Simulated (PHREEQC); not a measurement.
Consider water at 25 °C with 0.005 mol/kgw HF, 9.1e-05 mol/kgw NaF and 0.00093 mol/kgw H2SiF6. Closed to the air; pH follows from the charge balance.

Model: ion-association model, phreeqc.dat, run in PHREEQC.

```csv
quantity,before,after
pH,2.57,2.93
ionic strength (mol/kgw),0.00386,0.00226
HF (mol/kgw),0.00403,0.00373
F- (mol/kgw),0.00108,0.00223
HF2- (mol/kgw),1.67e-5,3.19e-5
```

Problem. What was changed between the two runs?
(A) NaF from 9.1e-05 to 4.55e-05 mol/kgw
(B) 0.00043 mol/kgw KHCO3 added
(C) diluted 10-fold with water
(D) H2SiF6 replaced by NH4F at the same molality
(E) NaF left out

Solution. D, H2SiF6 replaced by NH4F at the same molality

No solid was allowed to form. SiF6-2 is the database's only silicon fluoride.
